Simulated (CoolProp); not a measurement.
Vapour-liquid equilibrium of R13 (1) + n-butane (2) at 0.335 MPa; x and y are mole fractions of (1).

Computed with CoolProp (multi-fluid Helmholtz-energy mixture model, Platzer 1990 and Bücker 2006; pair parameters Bell 2016). This equation is an older, rougher fit; its heat capacities, sound speeds and derivatives of the liquid may be far off and weren't checked against measurements.

**Question.** Give the bubble temperature and the first vapour's composition at x = 0.25, 0.55, 0.95. Is there an azeotrope?

**Answer.** x = 0.25: -30.3 °C, y = 0.924; x = 0.55: -44.7 °C, y = 0.972; x = 0.95: -54.4 °C, y = 0.997. No azeotrope shows between x = 0.05 and 0.95.

The pair parameters rest on a limited set of measurements; away from them the model extrapolates. With so large a gap from Raoult's law the liquid may split in two, which this calculation doesn't test in full.
